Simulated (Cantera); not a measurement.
## Low-pressure radical oxidation in H2/O2

An isothermal, constant-pressure homogeneous reactor starts with 4.56 % H2, 41.5 % O2, 53.9 % N2, equivalence ratio 0.055, at 950 K and 0.0118 atm.

Model: the H2/O2 subset of GRI-Mech 3.0, which has no nitrogen chemistry, integrated in Cantera. Radical loss at walls, strong at low pressure, is not modelled. The temperature is held fixed by assumption; the heat of reaction is taken as removed at once.

```csv
t (s),x H2,x O2,x O,x H,x H2O2,x H2O,x OH
3.00e-6,0.0456,0.415,<1e-12,<1e-12,<1e-12,<1e-12,<1e-12
9.16e-6,0.0456,0.415,<1e-12,<1e-12,<1e-12,<1e-12,<1e-12
2.80e-5,0.0456,0.415,<1e-12,1.07e-12,<1e-12,<1e-12,<1e-12
8.54e-5,0.0456,0.415,<1e-12,3.12e-12,<1e-12,<1e-12,<1e-12
0.000261,0.0456,0.415,2.22e-12,9.06e-12,<1e-12,1.14e-12,1.51e-12
0.000795,0.0456,0.415,1.84e-11,3.26e-11,<1e-12,2.04e-11,8.74e-12
0.00243,0.0456,0.415,2.97e-10,3.63e-10,<1e-12,5.76e-10,1.16e-10
0.00741,0.0456,0.415,2.32e-7,2.75e-7,1.88e-12,5.16e-7,8.96e-8
0.0226,0.00339,0.394,0.00982,0.0135,8.42e-8,0.0351,0.00139
0.0691,0.000390,0.399,0.00266,0.00117,6.64e-8,0.0454,0.000461
0.211,3.77e-5,0.401,0.000263,2.98e-5,5.21e-8,0.0466,0.000120
0.644,3.47e-6,0.401,2.53e-5,8.76e-7,2.82e-8,0.0467,3.67e-5
1.97,3.74e-7,0.401,3.36e-6,4.29e-8,1.16e-8,0.0467,1.36e-5
6.00,5.52e-8,0.401,6.30e-7,3.48e-9,4.42e-9,0.0467,5.88e-6
```
x: mole fraction; the columns are a selection and need not sum to one.

Equilibrium at this temperature and pressure: H2 1.23e-11, O2 0.401, O 1.85e-10, H <1e-12, H2O2 4.66e-12, H2O 0.0467, OH 1.00e-7 (gas phase only).
